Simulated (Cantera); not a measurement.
**Premixed flame**

A freely propagating, adiabatic, planar premixed flame of H2 : O2 : N2 = 1 : 0.263 : 0.947 (molar parts), equivalence ratio 1.9, unburnt at 575 K and 1.18 atm; mixture-averaged transport, grid criteria slope 0.08 and curve 0.16, no radiation.

Model: the H2/O2 subset of GRI-Mech 3.0, which has no nitrogen chemistry, integrated in Cantera. Burning velocities carry a grid error of a few per cent, more on coarse grids.

```tsv
z (mm)	T (K)	u (m/s)	x H2	x O2	x H2O	x OH	x HO2	x O
-1.05	575	8.82	0.452	0.119	<1e-8	<1e-8	<1e-8	<1e-8
-0.698	575	8.82	0.452	0.119	<1e-8	<1e-8	<1e-8	<1e-8
-0.523	575	8.82	0.452	0.119	<1e-8	<1e-8	<1e-8	<1e-8
-0.349	575	8.82	0.452	0.119	1.07e-7	<1e-8	5.09e-7	<1e-8
-0.174	597	9.11	0.449	0.119	0.000898	7.53e-5	0.000277	1.17e-5
-0.0872	827	12.3	0.416	0.113	0.0208	0.000728	0.000197	0.000339
0	1249	18.1	0.310	0.0735	0.106	0.00259	8.08e-5	0.00356
0.0872	1536	22.0	0.216	0.0197	0.208	0.00509	2.10e-5	0.00423
0.174	1662	23.7	0.194	0.00429	0.240	0.00580	4.41e-6	0.00273
0.349	1782	25.2	0.198	0.00124	0.248	0.00636	1.26e-6	0.00203
0.698	1907	26.7	0.207	0.000796	0.251	0.00644	7.92e-7	0.00149
1.40	2029	28.2	0.216	0.000484	0.256	0.00589	4.93e-7	0.000942
2.79	2134	29.4	0.224	0.000252	0.260	0.00482	2.77e-7	0.000504
```
x: mole fraction of selected species; z is measured from the peak of heat release.

The laminar burning velocity comes out as 882 cm/s and the thermal thickness is 0.349 mm. The peak x(OH) comes out as 0.00648 and the peak x(HO2) is 0.000327. The peak x(O) comes out as 0.00474 and the grid points is 134.
